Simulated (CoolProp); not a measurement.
A closed Brayton cycle with carbon dioxide: compressor inlet 328.15 K and 8.8 MPa, high pressure 26.8 MPa, turbine inlet 875 K, compressor efficiency 0.8, turbine efficiency 0.85, recuperator effectiveness 0.9 (on enthalpy, no pinch check). Each further row changes one setting.

Values from CoolProp's reference Helmholtz-energy equation of state, Span 1996.

```csv
case,thermal efficiency (%),net work (kJ/kg),compressor to turbine work,compressor exit (K),turbine exit (K)
as stated,31.6,83.4,0.43,422.6,744.6
turbine inlet 825 K,29.7,…,…,422.6,699.1
compressor inlet 338.15 K,29.9,…,…,440.6,744.6
high pressure 22.8 MPa,30.9,…,…,408.4,…
recuperator effectiveness 0.5,…,83.4,0.43,422.6,744.6
```

Q: Fill in the missing entries.

A: 
- turbine inlet 825 K, net work (kJ/kg): 74.0
- turbine inlet 825 K, compressor to turbine work: 0.46
- compressor inlet 338.15 K, net work (kJ/kg): 75.6
- compressor inlet 338.15 K, compressor to turbine work: 0.48
- high pressure 22.8 MPa, net work (kJ/kg): 74.9
- high pressure 22.8 MPa, compressor to turbine work: 0.41
- high pressure 22.8 MPa, turbine exit (K): 763.0
- recuperator effectiveness 0.5, thermal efficiency (%): 20.2
